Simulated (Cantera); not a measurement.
Cantera with NASA thermochemical tables; ideal gases at 1 bar, condensed phases pure. Values are per mole of reaction as written; species without (g) are pure solids or liquids, kept so even where they would boil at 1 bar.

Between 775 and 2375 K, where is each reaction favourable under standard conditions?
- 2 O(g) + Ta = TaO2(g)
- Ta2O5 + NO(g) = NO2(g) + 2 TaO2(g)


- 2 O(g) + Ta = TaO2(g): ΔG° is -629 kJ at 775 K and -451 kJ at 2375 K; it stays negative (K > 1). ΔH° is -731 kJ and ΔS° -118 J/K at 2375 K.
- Ta2O5 + NO(g) = NO2(g) + 2 TaO2(g): ΔG° is 1252 kJ at 775 K and 680 kJ at 2375 K; it stays positive (K < 1). ΔH° is 1341 kJ and ΔS° 278 J/K at 2375 K.
